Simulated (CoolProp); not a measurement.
Vapour pressure (kPa) of CF4 (R14): the reference equation beside estimates from Tc = 227.4 K, pc = 3762 kPa, ω = 0.178. Clausius-Clapeyron is anchored at 152.4 K with a constant enthalpy of vaporisation of 11.47 kJ/mol.

Model: reference Helmholtz-energy equation of state, Platzer 1990, in CoolProp. This equation is an older, rougher fit; its heat capacities, sound speeds and derivatives of the liquid may be far off and weren't checked against measurements.

```tsv
T (K)	reference	Lee-Kesler	Clausius-Clapeyron	van der Waals	Redlich-Kwong	Soave-Redlich-Kwong	Peng-Robinson
129.7	29.58	28.98	33.78	242.5	44.34	29.24	30.20
137.3	56.47	55.87	60.86	338.9	82.29	56.14	57.27
144.8	99.17	98.92	102.4	456.9	140.1	99.10	100.1
152.4	164.7	165.4	164.7	601.8	225.4	165.3	165.8
159.9	257.9	260.0	251.8	771.8	341.8	259.9	259.1
167.5	388.4	392.7	372.5	973.3	498.6	392.9	390.1
175	560.4	567.2	530.1	1203	697.7	568.8	563.2
182.6	786.9	796.1	736.0	1468	950.3	800.8	791.6
190.1	1071	1082	991.6	1762	1255	1091	1078
197.7	1428	1441	1311	2096	1626	1458	1441
205.2	1862	1875	1691	2462	2057	1899	1880
```

Absolute difference from the reference over all 11 rows, mean and median: Lee-Kesler 1.0 and 1.0 %, Clausius-Clapeyron 6.2 and 6.5 %, van der Waals 231.0 and 150.6 %, Redlich-Kwong 29.2 and 28.4 %, Soave-Redlich-Kwong 1.2 and 1.2 %, Peng-Robinson 0.9 and 0.7 %.
